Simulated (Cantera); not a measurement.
An adiabatic, constant-volume homogeneous reactor starts with 1.49 % C₃H₈, 20.7 % O₂, 77.8 % N₂, equivalence ratio 0.36, at 1125 K and 0.720 bar.

Computed with Cantera and GRI-Mech 3.0 (53 species, 325 reactions). GRI-Mech 3.0 was tuned for natural gas; its chemistry of propane as a main component is partial and can be far from experiment.

**Question.** Predict: time of steepest temperature rise; temperature at 5.00 s; equilibrium temperature; x(O₂) at 5.00 s; x(HO₂) at 5.00 s; x(H₂) at 5.00 s; x(CO) at 5.00 s; x(CO₂) at 5.00 s.

**Answer.** time of steepest temperature rise: 30.5 ms
temperature at 5.00 s: 2127 K
equilibrium temperature: 2127 K
x(O₂) at 5.00 s: 0.126 (gas-phase equilibrium 0.126)
x(HO₂) at 5.00 s: 2.57e-6 (gas-phase equilibrium 2.57e-6)
x(H₂) at 5.00 s: 9.87e-5 (gas-phase equilibrium 9.87e-5)
x(CO) at 5.00 s: 0.000377 (gas-phase equilibrium 0.000377)
x(CO₂) at 5.00 s: 0.0436 (gas-phase equilibrium 0.0436)
